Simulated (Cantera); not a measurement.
What does this Cantera script print?

```python
import numpy as np
import cantera as ct

gas_names = """
    NO2 N2O O TiO
""".split()
cond_names = """
    Ti2O3(a) Ti2O3(b) Ti2O3(L) TiO2(ru) TiO2(L) Ti3O5(a) Ti3O5(b) Ti3O5(L) TiO(a) TiO(b) TiO(L) Ti(a)
    Ti(b) Ti(L)
""".split()


def load(file, names, dense=False):
    # The tables refer to 1 bar. Condensed volumes are neglected.
    table = {s.name: s for s in ct.Species.list_from_file(file)}
    out = []
    for n in names:
        d = dict(table[n].input_data)
        d["thermo"] = dict(d["thermo"], **{"reference-pressure": 1e5})
        if dense:
            d["equation-of-state"] = {"model": "constant-volume", "density": "1e6 g/cm^3"}
        out.append(ct.Species.from_dict(d))
    return out


species = {s.name: s for s in load("nasa_gas.yaml", gas_names) + load("nasa_condensed.yaml", cond_names)}
# Each term lists the table entries of one substance; the one whose range holds T is used.
reactions = {
    '2 NO2(g) + 3 Ti2O3 = 6 TiO2 + N2O(g)':
        [(-2, ['NO2']), (-3, ['Ti2O3(a)', 'Ti2O3(b)', 'Ti2O3(L)']), (6, ['TiO2(ru)', 'TiO2(L)']), (1, ['N2O'])],
    'Ti3O5 = 2 O(g) + 3 TiO(g)':
        [(-1, ['Ti3O5(a)', 'Ti3O5(b)', 'Ti3O5(L)']), (2, ['O']), (3, ['TiO'])],
    '2 TiO = TiO2 + Ti':
        [(-2, ['TiO(a)', 'TiO(b)', 'TiO(L)']), (1, ['TiO2(ru)', 'TiO2(L)']), (1, ['Ti(a)', 'Ti(b)', 'Ti(L)'])],
}


def pick(names, T):
    return next(species[n] for n in names if species[n].thermo.min_temp <= T <= species[n].thermo.max_temp)


results = []
for label, terms in reactions.items():
    print(label)
    print("     T/K   dH/kJ  dS/(J/K)   dG/kJ   log10 K")
    for T in [2273, 2323, 2373, 2423, 2473, 2523, 2573, 2623, 2673, 2723, 2773]:
        used = [(nu, pick(names, T)) for nu, names in terms]
        dH = sum(nu * s.thermo.h(T) for nu, s in used) / 1e6
        dS = sum(nu * s.thermo.s(T) for nu, s in used) / 1e3
        dG = dH - T * dS / 1e3
        logK = -dG * 1e6 / (ct.gas_constant * T * np.log(10))
        results.append((label, T, dH, dS, dG, logK, [s.name for _, s in used]))
        print(f"{T:8g} {dH:8.1f} {dS:8.1f} {dG:8.1f} {logK:8.2f}")
```

Result:

```
2 NO2(g) + 3 Ti2O3 = 6 TiO2 + N2O(g)
     T/K   dH/kJ  dS/(J/K)   dG/kJ   log10 K
    2273  -1066.5   -216.8   -573.6    13.18
    2323  -1062.7   -215.2   -562.8    12.66
    2373  -1058.9   -213.6   -552.1    12.15
    2423  -1055.2   -212.0   -541.5    11.67
    2473  -1051.4   -210.5   -530.9    11.21
    2523  -1047.7   -209.0   -520.4    10.77
    2573  -1044.0   -207.5   -510.0    10.35
    2623  -1040.3   -206.1   -499.7     9.95
    2673  -1036.6   -204.7   -489.4     9.56
    2723  -1032.9   -203.3   -479.2     9.19
    2773  -1029.2   -202.0   -469.1     8.84
Ti3O5 = 2 O(g) + 3 TiO(g)
     T/K   dH/kJ  dS/(J/K)   dG/kJ   log10 K
    2273   2800.0    668.0   1281.6   -29.45
    2323   2794.5    665.6   1248.2   -28.07
    2373   2789.1    663.3   1215.0   -26.74
    2423   2783.7    661.1   1181.9   -25.48
    2473   2778.2    658.9   1148.9   -24.27
    2523   2772.8    656.7   1116.0   -23.10
    2573   2767.4    654.6   1083.2   -21.99
    2623   2762.1    652.5   1050.5   -20.92
    2673   2756.7    650.5   1018.0   -19.89
    2723   2751.4    648.5    985.5   -18.90
    2773   2746.0    646.6    953.1   -17.95
2 TiO = TiO2 + Ti
     T/K   dH/kJ  dS/(J/K)   dG/kJ   log10 K
    2273    107.0    -14.0    138.9    -3.19
    2323    107.7    -13.7    139.6    -3.14
    2373    108.3    -13.4    140.2    -3.09
    2423    109.0    -13.2    140.9    -3.04
    2473    109.7    -12.9    141.5    -2.99
    2523    110.3    -12.6    142.2    -2.94
    2573    111.0    -12.4    142.8    -2.90
    2623    111.7    -12.1    143.4    -2.86
    2673    112.3    -11.9    144.0    -2.81
    2723    113.0    -11.6    144.6    -2.77
    2773    113.7    -11.4    145.2    -2.73
```

Standard-state values (1 bar) from the NASA 1993 polynomials, evaluated with Cantera. TiO: taken at fixed stoichiometry. Condensed species are held in their standard states even where they would react or evaporate.
